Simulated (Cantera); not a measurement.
A perfectly stirred reactor is fed with N2O : N2 = 1 : 0.8 (molar parts), at 100.0 Torr; it is held at 1598 K, and followed from long to short residence time.

Detailed kinetics in Cantera: GRI-Mech 3.0 (53 species, 325 reactions). GRI-Mech 3.0 was tuned for natural gas; its chemistry of N2O as a main component is partial and can be far from experiment. The temperature is held fixed by assumption; the heat of reaction is taken as removed at once.

x: mole fraction; the columns are a selection and need not sum to one.

```tsv
τ (s)	x N2O	x NO2	x NO	x O2	x O	x N2
0.34	0.0547	8.93e-5	0.107	0.142	0.000145	0.696
0.21	0.0818	8.57e-5	0.104	0.133	0.000153	0.681
0.13	0.119	7.92e-5	0.0980	0.122	0.000159	0.661
0.078	___	___	___	___	0.000163	0.634
0.048	0.234	5.69e-5	0.0740	0.0888	0.000166	0.603
0.030	___	___	___	___	0.000168	0.571
0.018	0.365	3.14e-5	0.0441	0.0523	0.000169	0.538
0.011	0.421	2.10e-5	0.0312	0.0368	0.000170	0.511
0.0068	0.464	1.33e-5	0.0213	0.0251	0.000170	0.489
0.0042	0.495	7.88e-6	0.0140	0.0165	0.000170	0.474
0.0026	0.517	4.39e-6	0.00901	0.0106	0.000169	0.464
```

### Question
What belongs in the gaps?

### Answer

- 0.078, x N2O: 0.173
- 0.078, x NO2: 6.90e-5
- 0.078, x NO: 0.0873
- 0.078, x O2: 0.106
- 0.030, x N2O: 0.298
- 0.030, x NO2: 4.44e-5
- 0.030, x NO: 0.0595
- 0.030, x O2: 0.0709
